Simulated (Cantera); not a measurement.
An isothermal, constant-pressure homogeneous reactor starts with H₂ : O₂ = 0.37 : 1 (molar parts), equivalence ratio 0.18, at 1425 K and 0.0267 bar.

Detailed kinetics in Cantera: GRI-Mech 3.0 (53 species, 325 reactions). Radical loss at walls, strong at low pressure, is not modelled. The temperature is held fixed by assumption; the heat of reaction is taken as removed at once.

x: mole fraction; the columns are a selection and need not sum to one.

```tsv
t (s)	x H₂	x O₂	x OH	x HO₂	x H₂O	x H₂O₂	x O
3.00e-6	0.270	0.730	3.89e-9	3.88e-8	9.22e-10	1.36e-11	4.10e-9
1.50e-5	0.270	0.730	6.57e-8	1.94e-7	8.13e-8	3.38e-10	7.74e-8
7.54e-5	0.270	0.730	5.84e-6	9.86e-7	1.97e-5	8.04e-9	7.27e-6
0.000378	0.0176	0.572	0.0226	1.15e-5	0.199	4.86e-7	0.101
0.00189	(withheld)	0.602	0.0208	(withheld)	(withheld)	(withheld)	(withheld)
0.00949	0.00357	0.668	0.0110	1.12e-5	0.295	4.41e-7	0.0167
0.0475	0.000156	0.686	0.00233	1.65e-6	0.311	9.92e-8	0.000717
0.238	1.11e-5	0.687	0.000623	2.24e-7	0.312	1.90e-8	5.11e-5
1.19	(withheld)	0.688	(withheld)	1.82e-7	0.312	(withheld)	(withheld)
5.99	1.53e-6	0.688	0.000232	1.92e-7	0.312	5.56e-9	7.09e-6
30.0	1.53e-6	0.688	0.000232	1.92e-7	0.312	5.56e-9	7.09e-6
```

Question: Fill in the missing entries.

Answer: 
- 0.00189, x H₂: 0.0140
- 0.00189, x HO₂: 1.27e-5
- 0.00189, x H₂O: 0.231
- 0.00189, x H₂O₂: 5.39e-7
- 0.00189, x O: 0.0758
- 1.19, x H₂: 1.93e-6
- 1.19, x OH: 0.000261
- 1.19, x H₂O₂: 6.22e-9
- 1.19, x O: 8.98e-6
